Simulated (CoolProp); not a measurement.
A single-stage vapour-compression cycle with R124: evaporating at 240.15 K (dew point), condensing at 272.15 K (bubble point), superheat 5 K, subcooling 5 K, compressor efficiency 0.75, no pressure losses. Each further row changes one setting.

Model: reference Helmholtz-energy equation of state, de Vries 1995, in CoolProp.

```json
[
 {"case": "as stated", "cooling COP": "5.17", "pressure ratio": "4.10", "discharge temperature (K)": "290.3", "refrigerating effect (kJ/kg)": "150", "volumetric capacity (kJ/m³)": "393"},
 {"case": "evaporating temperature 245.15 K", "cooling COP": "6.37", "pressure ratio": "3.20", "discharge temperature (K)": "287.7", "refrigerating effect (kJ/kg)": "153", "volumetric capacity (kJ/m³)": "506"},
 {"case": "condensing temperature 267.15 K", "cooling COP": "6.25", "pressure ratio": "3.38", "discharge temperature (K)": "283.9", "refrigerating effect (kJ/kg)": "156", "volumetric capacity (kJ/m³)": "407"},
 {"case": "subcooling 10 K", "cooling COP": "5.35", "pressure ratio": "4.10", "discharge temperature (K)": "290.3", "refrigerating effect (kJ/kg)": "156", "volumetric capacity (kJ/m³)": "407"},
 {"case": "superheat 15 K", "cooling COP": "5.17", "pressure ratio": "4.10", "discharge temperature (K)": "301.0", "refrigerating effect (kJ/kg)": "157", "volumetric capacity (kJ/m³)": "393"},
 {"case": "compressor efficiency 0.65", "cooling COP": "4.48", "pressure ratio": "4.10", "discharge temperature (K)": "296.3", "refrigerating effect (kJ/kg)": "150", "volumetric capacity (kJ/m³)": "393"}
]
```
